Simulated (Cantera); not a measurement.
A diamond (100) surface in a fixed gas of H2 with x(CH4) = 0.015, x(CH3) = 1.2e-05, at 1375 K, 0.109 atm; coverages are run to steady state.

Model: the Harris–Goodwin 1993 mechanism for the reconstructed diamond (100) surface, integrated in Cantera.

θ: site fractions in the mechanism's names (c6HH fully hydrogenated, c6H* and c6*H radical sites, c6** diradical, c6HM methylated).

```
x(H)     growth (µm/h)      θ c6HH      θ c6H*      θ c6*H      θ c6**
-------  -------------  ----------  ----------  ----------  ----------
0.0001         0.00366       0.699      0.0284       0.269     0.00340
0.00022     (withheld)  (withheld)  (withheld)  (withheld)  (withheld)
0.00048         0.0577       0.472      0.0484       0.459      0.0197
0.001            0.126       0.410      0.0531       0.504      0.0321
0.0023           0.223       0.371      0.0557       0.528      0.0451
0.0049           0.318       0.352      0.0567       0.538      0.0533
0.011            0.447       0.343      0.0573       0.541      0.0584
0.024       (withheld)       0.338      0.0577       0.543      0.0610
0.051            0.916       0.336      0.0584       0.543      0.0623
```

Q: What belongs in the gaps?

A: 
- 0.00022, growth (µm/h): 0.0177
- 0.00022, θ c6HH: 0.573
- 0.00022, θ c6H*: 0.0398
- 0.00022, θ c6*H: 0.378
- 0.00022, θ c6**: 0.00928
- 0.024, growth (µm/h): 0.637
